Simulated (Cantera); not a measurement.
A freely propagating, adiabatic, planar premixed flame of H2 : O2 : N2 = 1 : 0.633 : 2.38 (molar parts), equivalence ratio 0.79, unburnt at 423 K and 0.410 bar; mixture-averaged transport, grid criteria slope 0.08 and curve 0.16, no radiation.

Detailed kinetics in Cantera: the H2/O2 subset of GRI-Mech 3.0, which has no nitrogen chemistry. Burning velocities carry a grid error of a few per cent, more on coarse grids.

Q: How do the results move with these cheaper or finer settings: unity-Lewis-number transport; multicomponent transport; multicomponent+Soret transport; grid criteria slope 0.5, curve 1; grid criteria slope 0.25, curve 0.5; grid criteria slope 0.03, curve 0.06?

A: 
```csv
setting,laminar burning velocity,thermal thickness,peak x(H2O2),peak x(O),grid points
as above,305 cm/s,1.26 mm,3.45e-5,0.0132,110
unity-Lewis-number transport,213 cm/s,0.934 mm,1.10e-5,0.0143,110
multicomponent transport,300 cm/s,1.25 mm,3.53e-5,0.0132,111
multicomponent+Soret transport,278 cm/s,1.23 mm,3.56e-5,0.0129,110
"grid criteria slope 0.5, curve 1",356 cm/s,1.58 mm,2.30e-5,0.0138,35
"grid criteria slope 0.25, curve 0.5",317 cm/s,1.35 mm,3.05e-5,0.0131,55
"grid criteria slope 0.03, curve 0.06",302 cm/s,1.24 mm,3.55e-5,0.0132,277
```
Unity Lewis numbers drop preferential diffusion, which matters most where H2 and H carry the flame; Soret adds thermal diffusion.
